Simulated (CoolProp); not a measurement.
A simple Rankine cycle with sulfur dioxide: condensing at 309.15 K, boiler at 3.64 MPa, turbine inlet 388.8 K, turbine efficiency 0.85, pump efficiency 0.8, no recuperator. Each further row changes one setting.

Model: reference Helmholtz-energy equation of state, Gao 2016, in CoolProp.

| case | thermal efficiency (%) | net work (kJ/kg) | heat in (kJ/kg) | turbine exit temperature (K) | volume ratio over the turbine |
|---|---|---|---|---|---|
| as stated | ? | 50.3 | 351 | 309.2 | 5.93 |
| turbine inlet 408.8 K | ? | 55.0 | 376 | 309.2 | 5.46 |
| condensing temperature 301.15 K | 15.7 | 56.8 | 362 | 301.2 | 7.49 |
| boiler pressure 2.55 MPa | 12.3 | ? | 374 | 309.2 | ? |
| turbine efficiency 0.75 | 12.5 | ? | 351 | 309.2 | 6.05 |

Problem. What belongs in the gaps?

Solution. 
- as stated, thermal efficiency (%): 14.3
- turbine inlet 408.8 K, thermal efficiency (%): 14.6
- boiler pressure 2.55 MPa, net work (kJ/kg): 45.9
- boiler pressure 2.55 MPa, volume ratio over the turbine: 3.89
- turbine efficiency 0.75, net work (kJ/kg): 44.0

The expansion ends wet for: as stated; turbine inlet 408.8 K; condensing temperature 301.15 K; boiler pressure 2.55 MPa; turbine efficiency 0.75.
